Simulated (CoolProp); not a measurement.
Octamethyltrisiloxane (MDM) along the isobar 2.07 MPa: Z from the reference equation and from simpler models built on Tc = 565.4 K, pc = 1.438 MPa, ω = 0.528; each cubic takes its own stable root.

Model: reference Helmholtz-energy equation of state, Thol 2017, in CoolProp.

```tsv
T (K)	phase	reference	Soave-Redlich-Kwong	Peng-Robinson
297	liquid	0.2420	0.2703	0.2408
323.2	liquid	0.2297	0.2542	0.2261
349.4	liquid	0.2198	0.2414	0.2145
375.7	liquid	0.2120	0.2315	0.2055
401.9	liquid	0.2061	0.2243	0.1989
428.2	liquid	0.2020	0.2196	0.1945
454.4	liquid	0.1998	0.2177	0.1927
480.7	liquid	0.1998	0.2191	0.1940
506.9	liquid	0.2026	0.2251	0.1996
```
